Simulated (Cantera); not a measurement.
Input (Python, Cantera) and output of one run.

```python
import numpy as np
import cantera as ct

gas_names = """
    C CH CH2 CH3 CH4 CN C2 C2H C2H2,acetylene C2H2,vinylidene C2H3,vinyl CH3CN C2H4 C2H5 C2H6 CCN CNC
    C2N2 C3 C3H3,propargyl C3H4,allene C3H4,propyne C3H4,cyclo- C3H5,allyl C3H6,propylene C3H6,cyclo-
    C3H7,n-propyl C3H7,i-propyl C3H8 C4 C4H2 C4H4,1,3-cyclo- C4H6,butadiene C4H6,2-butyne C4H6,cyclo-
    C4H8,1-butene C4H8,cis2-buten C4H8,tr2-butene C4H8,isobutene C4H8,cyclo- C4H9,n-butyl C4H9,i-butyl
    C4H9,s-butyl C4H9,t-butyl C4H10,isobutane C4H10,n-butane C4N2 C5 C5H6,1,3cyclo- C5H8,cyclo-
    C5H10,1-pentene C5H10,cyclo- C5H11,pentyl C5H11,t-pentyl C5H12,n-pentane C5H12,i-pentane
    CH3C(CH3)2CH3 C6H2 C6H5,phenyl C6H6 C6H10,cyclo- C6H12,1-hexene C6H12,cyclo- C6H13,n-hexyl
    C7H7,benzyl C7H8 C7H14,1-heptene C7H15,n-heptyl C7H16,n-heptane C8H8,styrene C8H10,ethylbenz
    C8H16,1-octene C8H17,n-octyl C8H18,isooctane C8H18,n-octane C9H19,n-nonyl C10H8,naphthale
    C10H21,n-decyl C12H9,o-bipheny C12H10,bipheny H HCN HCCN HNC H2 N NH NH2 NH3 N2 N2H2 N2H4
""".split()
cond_names = """
    C(gr) C6H6(L) C7H8(L) C8H18(L),n-octa
""".split()


def load(file, names, dense=False):
    # The tables refer to 1 bar. Condensed volumes are neglected.
    table = {s.name: s for s in ct.Species.list_from_file(file)}
    out = []
    for n in names:
        d = dict(table[n].input_data)
        d["thermo"] = dict(d["thermo"], **{"reference-pressure": 1e5})
        if dense:
            d["equation-of-state"] = {"model": "constant-volume", "density": "1e6 g/cm^3"}
        out.append(ct.Species.from_dict(d))
    return out


gas = ct.Solution(thermo="ideal-gas", species=load("nasa_gas.yaml", gas_names))
cond = {s.name: ct.Solution(thermo="fixed-stoichiometry", species=[s], name=s.name)
        for s in load("nasa_condensed.yaml", cond_names, dense=True)}
atoms = {
    'C3H6': {'C': 3, 'H': 6},
    'H2': {'H': 2},
    'NH3': {'N': 1, 'H': 3},
}
top_T = {'C(gr)': 4500}  # K; cautious upper limits of use, not melting points


def equilibrate(T, P, feed):
    n = {}
    for name, mol in feed.items():
        for a, k in atoms[name].items():
            n[a] = n.get(a, 0.0) + k * mol
    gas.TPX = T, P, n
    mass = sum(n.values()) * gas.mean_molecular_weight
    gas.equilibrate("TP")
    valid = [c for c in cond.values() if c.min_temp <= T <= top_T.get(c.name, c.max_temp)]
    mix = ct.Mixture([(gas, mass / gas.mean_molecular_weight)] + [(c, 0.0) for c in valid])
    mix.T, mix.P = T, P
    mix.equilibrate("TP", solver="vcs", rtol=1e-11, max_steps=5000)
    return mix


results = []
feed = {'C3H6': 1, 'H2': 69, 'NH3': 0.011}  # mol
P = 76000  # Pa
for T in [848, 998, 1148, 1298, 1448, 1598, 1748, 1898, 2048, 2198, 2348, 2498, 2648]:
    mix = equilibrate(T, P, feed)
    results.append((T, P, feed, dict(zip(mix.species_names, mix.species_moles))))
    x = sorted(zip(gas.X, gas.species_names), reverse=True)
    print(f"T = {T:g} K  P = {P:g} Pa  gas = {mix.phase_moles(0):.4g} mol")
    print("   x: " + "  ".join(f"{s} {v:.3e}" for v, s in x if v > 1e-06))
    print("   condensed (mol): " + ("  ".join(f"{mix.phase(i).name} {mix.phase_moles(i):.4g}"
          for i in range(1, mix.n_phases) if mix.phase_moles(i) > 1e-12) or "none"))
```

Output:

```
T = 848 K  P = 76000 Pa  gas = 69.02 mol
   x: H2 9.564e-01  CH4 4.346e-02  N2 7.391e-05  NH3 1.155e-05
   condensed (mol): none
T = 998 K  P = 76000 Pa  gas = 69.02 mol
   x: H2 9.565e-01  CH4 4.346e-02  N2 7.782e-05  NH3 3.700e-06
   condensed (mol): none
T = 1148 K  P = 76000 Pa  gas = 70.79 mol
   x: H2 9.825e-01  CH4 1.745e-02  N2 7.672e-05  NH3 1.597e-06
   condensed (mol): C(gr) 1.764
T = 1298 K  P = 76000 Pa  gas = 71.59 mol
   x: H2 9.939e-01  CH4 5.981e-03  N2 7.552e-05  HCN 1.760e-06  C2H4 1.237e-06  H 1.225e-06
   condensed (mol): C(gr) 2.571
T = 1448 K  P = 76000 Pa  gas = 71.84 mol
   x: H2 9.974e-01  CH4 2.522e-03  N2 7.319e-05  H 1.056e-05  HCN 6.176e-06  C2H2,acetylene 4.740e-06  C2H4 1.755e-06
   condensed (mol): C(gr) 2.817
T = 1598 K  P = 76000 Pa  gas = 71.93 mol
   x: H2 9.986e-01  CH4 1.248e-03  N2 6.780e-05  H 6.101e-05  C2H2,acetylene 2.690e-05  HCN 1.663e-05  C2H4 2.316e-06  CH3 1.552e-06
   condensed (mol): C(gr) 2.905
T = 1748 K  P = 76000 Pa  gas = 71.98 mol
   x: H2 9.988e-01  CH4 6.973e-04  H 2.619e-04  C2H2,acetylene 1.128e-04  N2 5.775e-05  HCN 3.591e-05  CH3 3.711e-06  C2H4 2.903e-06  HNC 1.208e-06
   condensed (mol): C(gr) 2.93
T = 1898 K  P = 76000 Pa  gas = 72.02 mol
   x: H2 9.982e-01  H 8.958e-04  CH4 4.281e-04  C2H2,acetylene 3.756e-04  HCN 6.336e-05  N2 4.314e-05  CH3 7.702e-06  C2H4 3.503e-06  HNC 2.962e-06
   condensed (mol): C(gr) 2.909
T = 2048 K  P = 76000 Pa  gas = 72.09 mol
   x: H2 9.960e-01  H 2.563e-03  C2H2,acetylene 1.044e-03  CH4 2.826e-04  HCN 9.233e-05  N2 2.722e-05  CH3 1.430e-05  HNC 5.713e-06  C2H4 4.097e-06
   condensed (mol): C(gr) 2.82
T = 2198 K  P = 76000 Pa  gas = 72.24 mol
   x: H2 9.908e-01  H 6.358e-03  C2H2,acetylene 2.511e-03  CH4 1.970e-04  HCN 1.140e-04  CH3 2.422e-05  N2 1.463e-05  HNC 8.976e-06  C2H4 4.659e-06  C4H2 2.592e-06
   condensed (mol): C(gr) 2.611
T = 2348 K  P = 76000 Pa  gas = 72.52 mol
   x: H2 9.803e-01  H 1.402e-02  C2H2,acetylene 5.357e-03  CH4 1.427e-04  HCN 1.251e-04  CH3 3.796e-05  HNC 1.216e-05  C4H2 1.202e-05  N2 7.158e-06  C2H4 5.151e-06  C2H 3.899e-06  C2H2,vinylidene 2.411e-06  CH2 1.070e-06
   condensed (mol): C(gr) 2.194
T = 2498 K  P = 76000 Pa  gas = 73.04 mol
   x: H2 9.613e-01  H 2.803e-02  C2H2,acetylene 1.031e-02  HCN 1.285e-04  CH4 1.057e-04  CH3 5.545e-05  C4H2 4.568e-05  C2H 2.150e-05  HNC 1.501e-05  C2H2,vinylidene 7.983e-06  C2H4 5.513e-06  N2 3.457e-06  CH2 3.346e-06  C3H3,propargyl 1.659e-06  C2H3,vinyl 1.608e-06
   condensed (mol): C(gr) 1.452
T = 2648 K  P = 76000 Pa  gas = 73.92 mol
   x: H2 9.298e-01  H 5.144e-02  C2H2,acetylene 1.811e-02  C4H2 1.464e-04  HCN 1.273e-04  C2H 9.667e-05  CH4 7.880e-05  CH3 7.567e-05  C2H2,vinylidene 2.262e-05  HNC 1.751e-05  CH2 9.034e-06  C3 5.727e-06  C2H4 5.674e-06  C3H3,propargyl 3.885e-06  C2H3,vinyl 3.304e-06  N2 1.730e-06  C 1.494e-06  C6H2 1.247e-06  CH 1.089e-06
   condensed (mol): C(gr) 0.2341
```

Equilibrium computed with Cantera from the NASA thermochemical tables; the gas is ideal and each condensed phase is pure.
